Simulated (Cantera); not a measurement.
A diamond (100) surface in a fixed gas of H2 with x(CH4) = 0.0048, x(CH3) = 2.2e-05, at 1125 K, 0.140 bar; coverages are run to steady state.

Computed with Cantera and the Harris–Goodwin 1993 mechanism for the reconstructed diamond (100) surface.

θ: site fractions in the mechanism's names (c6HH fully hydrogenated, c6H* and c6*H radical sites, c6** diradical, c6HM methylated).

| x(H) | growth (µm/h) | θ c6HH | θ c6H* | θ c6*H | θ c6** | θ c6HM |
|---|---|---|---|---|---|---|
| 0.0001 | [?] | 0.600 | 0.0243 | 0.364 | 0.00555 | 0.00363 |
| 0.0002 | [?] | 0.552 | 0.0271 | 0.405 | 0.00933 | 0.00406 |
| 0.00041 | [?] | 0.522 | 0.0287 | 0.429 | 0.0134 | 0.00401 |
| 0.00082 | [?] | 0.506 | 0.0296 | 0.442 | 0.0166 | 0.00345 |
| 0.0017 | [?] | 0.498 | 0.0301 | 0.449 | 0.0188 | 0.00250 |
| 0.0033 | [?] | 0.494 | 0.0303 | 0.453 | 0.0200 | 0.00164 |
| 0.0067 | [?] | 0.493 | 0.0306 | 0.455 | 0.0208 | 0.000940 |
| 0.014 | 2.48 | 0.492 | 0.0309 | 0.455 | 0.0212 | 0.000490 |
| 0.027 | 2.59 | 0.491 | 0.0313 | 0.455 | 0.0215 | 0.000265 |

Q: Complete the blanks.

A: 
- 0.0001, growth (µm/h): 0.157
- 0.0002, growth (µm/h): 0.334
- 0.00041, growth (µm/h): 0.645
- 0.00082, growth (µm/h): 1.07
- 0.0017, growth (µm/h): 1.57
- 0.0033, growth (µm/h): 1.97
- 0.0067, growth (µm/h): 2.28
